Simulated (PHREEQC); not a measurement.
Synthetic water in mg/L, 25 °C, pH 6.32, pe 12.1: Na 0.157; K 0.0452; Ca 0.097; Mg 0.00194; Cl 0.117; S(6) as SO4 0.196; Alkalinity as HCO3 0.342; Si as SiO2 0.000281.

Valence states are taken as typed.

The numbers come from PHREEQC with the ion-association model, phreeqc.dat.

Each row changes one thing in this solution. Precipitation was switched off in this run.

```json
[
 {"case": "as made", "CO2 (mol/kgw)": "6.49e-6", "HCO3- (mol/kgw)": "6.06e-6", "CO3-2 (mol/kgw)": "6.03e-10", "CaHCO3+ (mol/kgw)": "1.84e-10", "HSO4- (mol/kgw)": "9.35e-11", "NaHCO3 (mol/kgw)": "2.31e-11", "SI of Quartz (SiO2)": "-4.35"},
 {"case": "Alkalinity from 0.342 to 1.03 mg/L", "CO2 (mol/kgw)": "1.86e-5", "HCO3- (mol/kgw)": "1.73e-5", "CO3-2 (mol/kgw)": "1.73e-9", "CaHCO3+ (mol/kgw)": "5.23e-10", "HSO4- (mol/kgw)": "9.33e-11", "NaHCO3 (mol/kgw)": "6.58e-11", "SI of Quartz (SiO2)": "-4.35"},
 {"case": "pH from 6.32 to 6.62 at the same alkalinity", "CO2 (mol/kgw)": "3.11e-6", "HCO3- (mol/kgw)": "5.80e-6", "CO3-2 (mol/kgw)": "1.15e-9", "CaHCO3+ (mol/kgw)": "1.76e-10", "HSO4- (mol/kgw)": "4.69e-11", "NaHCO3 (mol/kgw)": "2.21e-11", "SI of Quartz (SiO2)": "-4.35"},
 {"case": "pH from 6.32 to 6.82 at the same alkalinity", "CO2 (mol/kgw)": "1.93e-6", "HCO3- (mol/kgw)": "5.69e-6", "CO3-2 (mol/kgw)": "1.79e-9", "CaHCO3+ (mol/kgw)": "1.72e-10", "HSO4- (mol/kgw)": "2.96e-11", "NaHCO3 (mol/kgw)": "2.16e-11", "SI of Quartz (SiO2)": "-4.35"},
 {"case": "Cl from 0.117 to 0.234 mg/L", "CO2 (mol/kgw)": "6.49e-6", "HCO3- (mol/kgw)": "6.06e-6", "CO3-2 (mol/kgw)": "6.03e-10", "CaHCO3+ (mol/kgw)": "1.83e-10", "HSO4- (mol/kgw)": "9.34e-11", "NaHCO3 (mol/kgw)": "2.31e-11", "SI of Quartz (SiO2)": "-4.35"}
]
```

Species that the database lacks are ignored.
